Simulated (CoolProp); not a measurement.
Ethylene along the isotherm -90.15 °C: fugacity coefficient from the reference equation and from simpler models built on Tc = 9.2 °C, pc = 5042 kPa, ω = 0.087; each cubic takes its own stable root.

Computed with CoolProp (reference Helmholtz-energy equation of state, Smukala 2000).

```csv
p (kPa),phase,reference,van der Waals,Redlich-Kwong
1940,liquid,0.1095,0.3305,0.1156
3880,liquid,0.05843,0.1823,0.06183
5820,liquid,0.04156,0.1340,0.04408
7760,liquid,0.03324,0.1107,0.03535
9700,liquid,0.02835,0.09740,0.03022
11600,liquid,0.02524,0.08938,0.02696
13600,liquid,0.02299,0.08401,0.02461
15500,liquid,0.02147,0.08079,0.02303
17500,liquid,0.02029,0.07876,0.02181
19400,liquid,0.01947,0.07778,0.02097
21300,liquid,0.01886,0.07752,0.02035
23300,liquid,0.01839,0.07789,0.01988
25200,liquid,0.01808,0.07874,0.01958
```
